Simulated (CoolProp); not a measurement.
Values from CoolProp's reference Helmholtz-energy equation of state, Gao 2020.

Question: For ammonia, give the phase and the viscosity (µPa s) at 342.5 K and 932 kPa; 384.9 K and 140 kPa; 417 K and 415 kPa.

Answer: 
- 342.5 K and 932 kPa: gas; viscosity 11.6
- 384.9 K and 140 kPa: gas; viscosity 13.4
- 417 K and 415 kPa: gas; viscosity 14.6

Viscosity comes from a separate model (Fenghour 1995).
